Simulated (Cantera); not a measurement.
Feed: 1 mol Fe3O4, a varied amount of CO, at 1048.15 K and 0.00133 bar.

Method: chemical equilibrium by Gibbs-energy minimisation in Cantera with the NASA 1993 tables (ideal gas, pure condensed phases). Candidate condensed phases: C, Fe, Fe(CO)5, FeO, Fe2O3, Fe3O4; 15 gas species. Mutual solubility and eutectic melting of coexisting phases are not modelled. The tables' stoichiometric FeO is somewhat more stable than real wüstite, so its field is too wide. FeO: taken at fixed stoichiometry. Rates play no part.

### Question
Which condensed phases are stable at each of these points (n(CO) (mol)): 0.85, 1.6, 2.4, 3.2, 4, 4.8, 5.6, 6.4, 7.2, 8, 8.8?

### Answer
| n(CO) (mol) | condensed phases | Fe condensed (%) |
|---|---|---|
| 0.85 | FeO(s) + Fe3O4(s) | 100.0 |
| 1.6 | FeO(s) | 100.0 |
| 2.4 | FeO(s) | 100.0 |
| 3.2 | FeO(s) | 100.0 |
| 4 | FeO(s) | 100.0 |
| 4.8 | FeO(s) | 100.0 |
| 5.6 | Fe(α) + FeO(s) | 100.0 |
| 6.4 | Fe(α) + FeO(s) | 100.0 |
| 7.2 | Fe(α) + FeO(s) | 100.0 |
| 8 | Fe(α) + FeO(s) | 100.0 |
| 8.8 | Fe(α) + FeO(s) | 100.0 |

At 0.85 mol CO the condensed part is FeO(s) + Fe3O4(s). From 1.6 mol CO to 4.8 mol CO the condensed part is FeO(s). From 5.6 mol CO to 8.8 mol CO the condensed part is Fe(α) + FeO(s).
